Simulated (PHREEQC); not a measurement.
A solution holds 26 mmol/kgw ZnI2, at 20 °C. Closed to the air; pH follows from the charge balance.

All values are PHREEQC results (ion-association model, wateq4f.dat), not measurements.

The pH is 5.53 and the ionic strength comes out as 0.0780 mol/kgw.

```json
[
 {"species": "I-", "molality": "0.0520", "activity": "0.0414", "log γ": "-0.099"},
 {"species": "Zn+2", "molality": "0.0260", "activity": "0.0112", "log γ": "-0.365"},
 {"species": "H+", "molality": "3.56e-6", "activity": "2.98e-6", "log γ": "-0.077"},
 {"species": "ZnOH+", "molality": "3.52e-6", "activity": "2.81e-6", "log γ": "-0.099"},
 {"species": "ZnI+", "molality": "7.18e-7", "activity": "5.72e-7", "log γ": "-0.099"},
 {"species": "ZnI2", "molality": "3.87e-7", "activity": "3.94e-7", "log γ": "0.008"},
 {"species": "Zn(OH)2", "molality": "1.56e-8", "activity": "1.59e-8", "log γ": "0.008"},
 {"species": "OH-", "molality": "2.91e-9", "activity": "2.28e-9", "log γ": "-0.107"}
]
```

This is a speciation only: nothing precipitates in the calculation.
